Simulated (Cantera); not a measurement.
What does this Cantera script print?

```python
import numpy as np
import cantera as ct

gas = ct.Solution("gri30.yaml")


def delay(T, t_max=10):
    gas.TPX = T, 470000, {'CH4': 1, 'O2': 1.43, 'N2': 5.37, 'H2O': 0.6}
    reactor = ct.IdealGasConstPressureReactor(gas, clone=False)
    net = ct.ReactorNet([reactor])
    net.rtol, net.atol = 1e-8, 1e-16
    while net.time < t_max:
        t_old, T_old = net.time, reactor.T
        net.step()
        if reactor.T > T + 400:  # ignition: a rise of 400 K
            return t_old + (T + 400 - T_old) / (reactor.T - T_old) * (net.time - t_old)
    return np.nan


taus = []
for T in [1298, 1348, 1398, 1448, 1498, 1548, 1598, 1648, 1698]:
    taus.append(delay(T))
    print(f"T0 = {T:6g} K   tau = {taus[-1]:.4e} s")
```

Result:

```
T0 =   1298 K   tau = 4.3141e-03 s
T0 =   1348 K   tau = 2.4608e-03 s
T0 =   1398 K   tau = 1.4268e-03 s
T0 =   1448 K   tau = 8.3908e-04 s
T0 =   1498 K   tau = 5.0027e-04 s
T0 =   1548 K   tau = 3.0284e-04 s
T0 =   1598 K   tau = 1.8665e-04 s
T0 =   1648 K   tau = 1.1753e-04 s
T0 =   1698 K   tau = 7.5841e-05 s
```

Detailed kinetics in Cantera: GRI-Mech 3.0 (53 species, 325 reactions).
